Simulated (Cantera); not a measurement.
Cantera run:

```python
import numpy as np
import cantera as ct

gas_names = """
    AL ALH ALN ALO ALOH ALO2 ALO2H AL2 AL2O AL2O2 H HALO HNO HNO2 HNO3 HO2 H2 H2O H2O2 N NH NH2 NH3
    NH2OH NO NO2 NO3 N2 N2H2 N2H4 N2O O OH O2 O3
""".split()
cond_names = """
    AL(cr) AL(L) ALN(s) AL2O3(a) AL2O3(L) H2O(s) H2O(L)
""".split()


# ... load() reads the species with a 1 bar reference pressure and builds the phases ...
atoms = {
    'AlN': {'AL': 1, 'N': 1},
    'H2O': {'H': 2, 'O': 1},
}
top_T = {'ALN(s)': 2750}  # K; cautious upper limits of use, not melting points


# ... equilibrate(T, P, feed) seeds the gas with the atoms and calls Mixture.equilibrate('TP', solver="vcs", rtol=1e-11, max_steps=5000) ...
results = []
feed = {'AlN': 1, 'H2O': 0.18}  # mol
T = 773  # K
P = 4.3  # Pa
mix = equilibrate(T, P, feed)
results.append((T, P, feed, dict(zip(mix.species_names, mix.species_moles))))
x = sorted(zip(gas.X, gas.species_names), reverse=True)
print(f"T = {T:g} K  P = {P:g} Pa  gas = {mix.phase_moles(0):.4g} mol")
print("   x: " + "  ".join(f"{s} {v:.3e}" for v, s in x if v > 1e-05))
print("   condensed (mol): " + ("  ".join(f"{mix.phase(i).name} {mix.phase_moles(i):.4g}"
      for i in range(1, mix.n_phases) if mix.phase_moles(i) > 1e-12) or "none"))
```

Output:

```
T = 773 K  P = 4.3 Pa  gas = 0.24 mol
   x: H2 7.500e-01  N2 2.500e-01
   condensed (mol): ALN(s) 0.88  AL2O3(a) 0.06
```

Cantera equilibrium calculation (NASA polynomials, part measured and part estimated; ideal gas, pure solids and liquids).
